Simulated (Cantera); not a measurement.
Input: 1 mol TEOS, 21 mol NO, equilibrated at 0.00180 bar.

Method: chemical equilibrium by Gibbs-energy minimisation in Cantera with the NASA 1993 tables (ideal gas, pure condensed phases). Candidate condensed phases: C, C6H6, C7H8, C8H18, H2O, Si, SiC, SiO2, Si2N2O, Si3N4; 151 gas species. The feed counts by its element totals alone. The tables hold silica as quartz up to 1696 K and as liquid above; real silica turns to tridymite and cristobalite and melts near 1996 K. The numbers say what is thermodynamically allowed, not how fast it happens. All values below are at 1200 °C.

Base state: N2 0.368, H2O 0.312, CO2 0.214, CO 0.0663, H2 0.0390, H 5.89e-5, OH 1.23e-5 (mole fractions); condensed: SiO2(β-quartz).

### Question
What changes in the equilibrium state with this change: NO from 21 to 1.8 mol?

### Answer
```csv
species,before,after
H2,0.0390,0.599
CO,0.0663,0.347
N2,0.368,0.0538
H2O,0.312,7.82e-7
CO2,0.214,1.83e-7
SiO,5.37e-8,0.000606
HCN,<1e-9,0.000156
OH,1.23e-5,<1e-9
H,5.89e-5,0.000231
"SiO2(β-quartz), mol",1.000,0
"C(graphite), mol",0,1.22
"SiC(s), mol",0,0.990
```
